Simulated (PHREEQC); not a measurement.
Consider water at 20 °C with 0.018 mol HF and 0.13 mol NH4F per kg of water. Closed to the air; pH follows from the charge balance.

Computed with PHREEQC (ion-association model, phreeqc.dat).

Each row changes one thing in this solution. Precipitation was switched off in this run.

```csv
case,pH,ionic strength (mol/kgw),F- (mol/kgw),HF (mol/kgw),HF2- (mol/kgw)
as made,4.00,0.130,0.124,0.0123,0.00560
NH4F from 0.13 to 0.26 mol/kgw,4.38,0.260,0.252,0.00938,0.00857
temperature from 20 to 70 °C,4.43,0.130,0.124,0.0117,0.00629
NH4F left out,2.48,0.00352,0.00335,0.0143,0.000176
HF from 0.018 to 0.036 mol/kgw,3.68,0.130,0.119,0.0249,…
HF from 0.018 to 0.0162 mol/kgw,4.05,0.130,0.125,0.0110,0.00506
HF left out,…,0.130,0.130,5.60e-5,2.67e-5
HF from 0.018 to 0.0036 mol/kgw,4.72,0.130,0.129,0.00243,0.00115
```

Q: Fill in the missing entries.

A: 
- HF from 0.018 to 0.036 mol/kgw, HF2- (mol/kgw): 0.0109
- HF left out, pH: 6.36

At this temperature some constants are extrapolated from 25 °C, and those without enthalpy data are left unchanged.
